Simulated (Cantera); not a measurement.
An adiabatic, constant-pressure homogeneous reactor starts with C₃H₈ : O₂ : N₂ = 0.6 : 2.94 : 11.1 (molar parts), equivalence ratio 1.0, at 1775 K and 1.01 bar.

Detailed kinetics in Cantera: GRI-Mech 3.0 (53 species, 325 reactions). GRI-Mech 3.0 was tuned for natural gas; its chemistry of propane as a main component is partial and can be far from experiment.

**Question.** Predict: time of steepest temperature rise; temperature at 0.300 s; equilibrium temperature; x(O₂) at 0.300 s; x(NO) at 0.300 s; x(H₂O) at 0.300 s.

**Answer.** 
* **time of steepest temperature rise**: 14.5 µs
* **temperature at 0.300 s**: 2852 K
* **equilibrium temperature**: 2852 K
* **x(O₂) at 0.300 s**: 0.0231 (gas-phase equilibrium 0.0231)
* **x(NO) at 0.300 s**: 0.0122 (gas-phase equilibrium 0.0122)
* **x(H₂O) at 0.300 s**: 0.110 (gas-phase equilibrium 0.110)
